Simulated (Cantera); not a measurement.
What does this Cantera script print?

```python
import numpy as np
import cantera as ct

gas = ct.Solution("gri30.yaml", transport_model="mixture-averaged")
show = ['H2O', 'O', 'C2H2']

rows = []
print(f"{'T/K':>7s}{'rho':>11s}{'cp':>10s}{'mu':>11s}{'lambda':>11s}{'Pr':>7s}" + "".join(f"{'D_' + s:>11s}" for s in show))
for T in [400, 650, 900, 1150, 1400, 1650, 1900, 2150, 2400]:
    gas.TPX = T, 310000, {'O2': 0.83}
    Pr = gas.cp_mass * gas.viscosity / gas.thermal_conductivity
    D = [gas.mix_diff_coeffs_mole[gas.species_index(s)] for s in show]
    rows.append([gas.density, gas.cp_mass, gas.viscosity, gas.thermal_conductivity, Pr, *D])
    print(f"{T:7g}{gas.density:11.4e}{gas.cp_mass:10.1f}{gas.viscosity:11.4e}"
          f"{gas.thermal_conductivity:11.4e}{Pr:7.3f}" + "".join(f"{d:11.4e}" for d in D))
print("SI units: kg/m3, J/kg/K, Pa s, W/m/K, m2/s")
```

Output:

```
    T/K        rho        cp         mu     lambda     Pr      D_H2O        D_O     D_C2H2
    400 2.9826e+00     941.4 2.5629e-05 3.3852e-02  0.713 1.3055e-05 1.7762e-05 9.1539e-06
    650 1.8354e+00    1017.4 3.5981e-05 5.1624e-02  0.709 3.2228e-05 4.0527e-05 2.1418e-05
    900 1.3256e+00    1073.7 4.4705e-05 6.7643e-02  0.710 5.7584e-05 6.9890e-05 3.7305e-05
   1150 1.0374e+00    1108.6 5.2496e-05 8.2174e-02  0.708 8.8230e-05 1.0512e-04 5.6375e-05
   1400 8.5216e-01    1134.2 5.9661e-05 9.5657e-02  0.707 1.2361e-04 1.4572e-04 7.8350e-05
   1650 7.2305e-01    1155.4 6.6364e-05 1.0843e-01  0.707 1.6337e-04 1.9135e-04 1.0303e-04
   1900 6.2791e-01    1174.1 7.2707e-05 1.2073e-01  0.707 2.0724e-04 2.4173e-04 1.3027e-04
   2150 5.5490e-01    1191.7 7.8755e-05 1.3274e-01  0.707 2.5503e-04 2.9664e-04 1.5995e-04
   2400 4.9709e-01    1209.0 8.4555e-05 1.4458e-01  0.707 3.0661e-04 3.5589e-04 1.9197e-04
SI units: kg/m3, J/kg/K, Pa s, W/m/K, m2/s
```

Computed with Cantera and GRI-Mech 3.0 (53 species, 325 reactions).
